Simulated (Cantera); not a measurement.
A closed system holds: 1 mol Pb, 13 mol H2, equilibrated at 2.70 bar.

Cantera equilibrium calculation (NASA polynomials, part measured and part estimated; ideal gas, pure solids and liquids). Candidate condensed phases: Pb; 4 gas species. Equilibrium is a limit: real reactors are often held back by kinetics, nucleation or transport. All values below are at 827 °C.

Base state: H2 1.000, Pb 4.49e-5 (mole fractions); condensed: Pb(l).

Question: What changes in the equilibrium state with this change: pressure from 2.70 bar to 50.0 Pa?

Answer: 
| species | before | after |
|---|---|---|
| H2 | 1.000 | 0.929 |
| Pb | 4.49e-5 | 0.0714 |
| Pb(l), mol | 0.999 | 0 |
